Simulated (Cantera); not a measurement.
# Moist CO burnout

An isothermal, constant-pressure homogeneous reactor starts with CO : O2 : H2O : N2 = 0.011 : 0.02 : 0.016 : 1 (molar parts), equivalence ratio 0.27, at 1348 K and 1.70 bar.

Detailed kinetics in Cantera: GRI-Mech 3.0 (53 species, 325 reactions).

| t (s) | x CO | x O2 | x H2O | x NO2 | x CO2 | x NO | x N2O |
|---|---|---|---|---|---|---|---|
| 1.00e-6 | 0.0105 | 0.0191 | 0.0153 | <1e-12 | 1.36e-10 | <1e-12 | <1e-12 |
| 5.66e-6 | 0.0105 | 0.0191 | 0.0153 | <1e-12 | 7.77e-10 | <1e-12 | <1e-12 |
| 3.21e-5 | 0.0105 | 0.0191 | 0.0153 | <1e-12 | 5.09e-9 | <1e-12 | <1e-12 |
| 0.000182 | 0.0105 | 0.0191 | 0.0153 | <1e-12 | 1.52e-7 | <1e-12 | 9.07e-12 |
| 0.00103 | 0.00697 | 0.0172 | 0.0148 | 1.55e-10 | 0.00355 | 1.06e-7 | 2.56e-7 |
| 0.00583 | 0.000287 | 0.0140 | 0.0153 | 3.70e-9 | 0.0103 | 4.88e-7 | 8.01e-7 |
| 0.0330 | 7.43e-6 | 0.0139 | 0.0154 | 5.31e-9 | 0.0106 | 5.09e-7 | 8.35e-7 |
| 0.187 | 1.14e-7 | 0.0139 | 0.0154 | 1.85e-9 | 0.0106 | 5.16e-7 | 3.51e-7 |
| 1.06 | 2.69e-8 | 0.0139 | 0.0154 | 1.55e-9 | 0.0106 | 5.17e-7 | 1.60e-8 |
| 6.00 | 2.67e-8 | 0.0139 | 0.0154 | 1.55e-9 | 0.0106 | 5.17e-7 | 1.43e-8 |
x: mole fraction; the columns are a selection and need not sum to one.

Equilibrium at this temperature and pressure: CO 2.68e-8, O2 0.0138, H2O 0.0154, NO2 4.57e-7, CO2 0.0106, NO 0.000152, N2O 1.42e-8 (gas phase only).
